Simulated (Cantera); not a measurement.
A freely propagating, adiabatic, planar premixed flame of CH4 : O2 : N2 = 1 : 1.54 : 5.78 (molar parts), equivalence ratio 1.3, unburnt at 425 K and 101000 Pa; mixture-averaged transport, grid criteria slope 0.08 and curve 0.16, no radiation.

Model: GRI-Mech 3.0 (53 species, 325 reactions), integrated in Cantera. Burning velocities carry a grid error of a few per cent, more on coarse grids.

### Question
What does this change do: inlet temperature 425 to 700 K?

### Answer
| quantity | before | after |
|---|---|---|
| laminar burning velocity | 47.7 cm/s | 144 cm/s |
| thermal thickness | 0.483 mm | 0.336 mm |
| peak x(CH2O) | 0.00107 | 0.00128 |
| peak x(CH2) | 7.00e-5 | 0.000122 |

### Question
What does this change do: inlet temperature 425 to 500 K?

### Answer
```json
[
 {"quantity": "laminar burning velocity", "before": "47.7 cm/s", "after": "67.0 cm/s"},
 {"quantity": "thermal thickness", "before": "0.483 mm", "after": "0.430 mm"},
 {"quantity": "peak x(CH2O)", "before": "0.00107", "after": "0.00113"},
 {"quantity": "peak x(CH2)", "before": "7.00e-5", "after": "8.28e-5"}
]
```
